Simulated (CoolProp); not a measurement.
Saturation properties of R365MFC.

Model: reference Helmholtz-energy equation of state, Lemmon 2016, in CoolProp.

```csv
T (°C),p (kPa),liquid density (kg/m³),vapour density (kg/m³),enthalpy of vaporisation (kJ/kg),surface tension (mN/m)
12.55,33.41,1283,2.126,200.8,16.5
23.25,52.86,1261,3.270,196.1,15.3
33.85,80.21,1238,4.841,191.2,14.1
44.55,118.2,1214,6.983,186.1,12.9
55.15,168.6,1190,9.786,180.7,11.8
65.85,235.0,1165,13.46,174.9,10.6
76.45,319.0,1138,18.11,168.9,9.50
87.15,425.6,1111,24.04,162.4,8.40
97.75,555.9,1082,31.41,155.6,7.33
108.45,716.1,1051,40.72,148.1,6.28
119.15,909.2,1017,52.38,140.0,5.26
129.75,1137,981.0,66.93,131.2,4.28
140.45,1410,940.4,85.67,121.1,3.33
151.05,1727,894.7,109.9,109.6,2.43
```

It boils at 40.2 °C under 1 atm.

Surface tension comes from a separate correlation (Mulero 2012).
